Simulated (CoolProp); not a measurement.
Vapour-liquid equilibrium of R134a (1) + R227EA (2) at -75.65 °C; x and y are mole fractions of (1).

Values from CoolProp's multi-fluid Helmholtz-energy mixture model, Tillner-Roth 1994 and Lemmon 2016; pair parameters Bell 2016.

```tsv
x	bubble pressure (MPa)	y at the bubble point	dew pressure at overall composition x (MPa)	liquid density (mol/L)
0.05	0.003157	0.105	0.003059	10.36
0.2	0.003650	0.342	0.003342	10.90
0.35	0.004063	0.509	0.003669	11.48
0.5	0.004410	0.639	0.004039	12.13
0.65	0.004701	0.750	0.004438	12.85
0.8	0.004947	0.854	0.004823	13.65
0.95	0.005150	0.961	0.005131	14.55
```

No azeotrope shows between x = 0.05 and 0.95.

The pair parameters rest on a limited set of measurements; away from them the model extrapolates.
